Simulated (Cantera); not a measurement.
**Reactions in the system Cl-H-Li-O**

Standard-state values (1 bar) from the NASA 1993 polynomials, evaluated with Cantera. Values are per mole of reaction as written; species without (g) are pure solids or liquids, kept so even where they would boil at 1 bar.

H(g) + LiCl → Li(g) + HCl(g)

```
T (K)  ΔH° (kJ)  ΔS° (J/K)  ΔG° (kJ)  log10 K
-----  --------  ---------  --------  -------
1398      206.9       88.6      83.1    -3.10
1448      205.6       87.7      78.7    -2.84
1498      204.3       86.8      74.3    -2.59
1548      203.1       86.0      70.0    -2.36
1598      201.9       85.2      65.7    -2.15
1648      200.7       84.5      61.5    -1.95
1698      199.5       83.8      57.2    -1.76
1748      198.4       83.2      53.1    -1.59
1798      197.3       82.5      48.9    -1.42
1848      196.3       82.0      44.8    -1.27
```

6 HCl(g) + 3 Li₂O → 6 LiCl(g) + O₃(g) + 3 H₂(g)

| T (K) | ΔH° (kJ) | ΔS° (J/K) | ΔG° (kJ) | log10 K | condensed phases |
|---|---|---|---|---|---|
| 1398 | 1246.2 | 593.1 | 417.1 | -15.59 | Li₂O(s) |
| 1448 | 1240.9 | 589.3 | 387.6 | -13.98 | Li₂O(s) |
| 1498 | 1235.5 | 585.6 | 358.2 | -12.49 | Li₂O(s) |
| 1548 | 1230.0 | 582.0 | 329.0 | -11.10 | Li₂O(s) |
| 1598 | 1224.4 | 578.5 | 300.0 | -9.81 | Li₂O(s) |
| 1648 | 1218.8 | 575.0 | 271.2 | -8.59 | Li₂O(s) |
| 1698 | 1213.2 | 571.7 | 242.5 | -7.46 | Li₂O(s) |
| 1748 | 1207.5 | 568.4 | 214.0 | -6.39 | Li₂O(s) |
| 1798 | 1201.8 | 565.2 | 185.7 | -5.39 | Li₂O(s) |
| 1848 | 1020.3 | 466.7 | 158.0 | -4.46 | Li₂O(l) |
